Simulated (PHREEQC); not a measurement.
A made-up water analysis in mmol/kgw, 30 °C, pH 3.25:

| constituent | mmol/kgw |
|---|---|
| Na | 85.6 |
| K | 1.64 |
| Ca | 1.24 |
| Mg | 7.44 |
| Cl | 7.94 |
| S(6) | 51.7 |

Valence states are taken as typed.

Model: Pitzer model, pitzer.dat, run in PHREEQC.

Question: The ionic strength comes out as 0.167 mol/kgw. What activity coefficients do Cl-, SO4-2, H+, HSO4-, K+ get?

Answer: Cl- 0.73, SO4-2 0.26, H+ 0.69, HSO4- 0.73, K+ 0.71. Single-ion values are on the MacInnes scale.

This is a speciation only: nothing precipitates in the calculation.
